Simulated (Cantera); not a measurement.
A Cantera script and what it prints.

```python
import numpy as np
import cantera as ct

gas_names = """
    H H2 N NH NH2 NH3 N2 N2H2 N2H4 Si SiH SiH2 SiH3 SiH4 SiN Si2 Si2N Si3
""".split()
cond_names = """
    Si(cr) Si(L) Si3N4(a)
""".split()


# ... load() reads the species with a 1 bar reference pressure and builds the phases ...
atoms = {
    'trisilylamine': {'Si': 3, 'N': 1, 'H': 9},
    'N2': {'N': 2},
}
top_T = {'Si3N4(a)': 2400}  # K; cautious upper limits of use, not melting points


# ... equilibrate(T, P, feed) seeds the gas with the atoms and calls Mixture.equilibrate('TP', solver="vcs", rtol=1e-11, max_steps=5000) ...
results = []
feed = {'trisilylamine': 1, 'N2': 1.1}  # mol
T = 700  # K
P = 13332.2  # Pa
mix = equilibrate(T, P, feed)
results.append((T, P, feed, dict(zip(mix.species_names, mix.species_moles))))
x = sorted(zip(gas.X, gas.species_names), reverse=True)
print(f"T = {T:g} K  P = {P:g} Pa  gas = {mix.phase_moles(0):.4g} mol")
print("   x: " + "  ".join(f"{s} {v:.3e}" for v, s in x if v > 1e-05))
print("   condensed (mol): " + ("  ".join(f"{mix.phase(i).name} {mix.phase_moles(i):.4g}"
      for i in range(1, mix.n_phases) if mix.phase_moles(i) > 1e-12) or "none"))
```

Output:

```
T = 700 K  P = 13332.2 Pa  gas = 4.5 mol
   x: H2 1.000e+00
   condensed (mol): Si(cr) 0.6  Si3N4(a) 0.8
```

Equilibrium computed with Cantera from the NASA thermochemical tables; the gas is ideal and each condensed phase is pure. The feed counts by its element totals alone.
